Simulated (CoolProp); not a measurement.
Vapour-liquid equilibrium of R125 (1) + propane (2) at 804 kPa; x and y are mole fractions of (1).

Values from CoolProp's multi-fluid Helmholtz-energy mixture model, Lemmon 2005 and Lemmon 2009; pair parameters Bell 2016.

```csv
x,"bubble temperature, mixture model (°C)","bubble temperature, Raoult's law (°C)","y, mixture model","y, Raoult's law"
0.05,12.7,17.7,0.164,0.070
0.2,…,15.4,0.406,0.264
0.35,…,13.3,0.506,0.435
0.5,-0.5,11.4,…,0.588
0.65,…,9.6,0.632,0.726
0.8,…,7.9,…,0.851
0.95,…,6.4,0.902,0.964
```

### Question
What belongs in the gaps?

### Answer

- 0.2, bubble temperature, mixture model (°C): 3.8
- 0.35, bubble temperature, mixture model (°C): 0.7
- 0.5, y, mixture model: 0.569
- 0.65, bubble temperature, mixture model (°C): -0.8
- 0.8, bubble temperature, mixture model (°C): 0.1
- 0.8, y, mixture model: 0.725
- 0.95, bubble temperature, mixture model (°C): 3.6

The largest gap from Raoult's law is -12.6 K in bubble temperature, at x = 0.35. y crosses x between x = 0.5 and 0.65: the model has an azeotrope there.

The pair parameters rest on a limited set of measurements; away from them the model extrapolates.
